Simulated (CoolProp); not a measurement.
Computed with CoolProp (reference Helmholtz-energy equation of state, Penoncello 2003).

Task: For CHF3 (R23), give the phase and the cv (kJ/(kg K)), Joule-Thomson coefficient (K/MPa), viscosity (µPa s) at -46.45 °C and 0.085 MPa; -41.95 °C and 0.085 MPa.

Result: 
- -46.45 °C and 0.085 MPa: gas; cv 0.522, Joule-Thomson coefficient 31.9, viscosity 11.4
- -41.95 °C and 0.085 MPa: gas; cv 0.526, Joule-Thomson coefficient 29.6, viscosity 11.6

Viscosity comes from a separate model (Shan 2000).
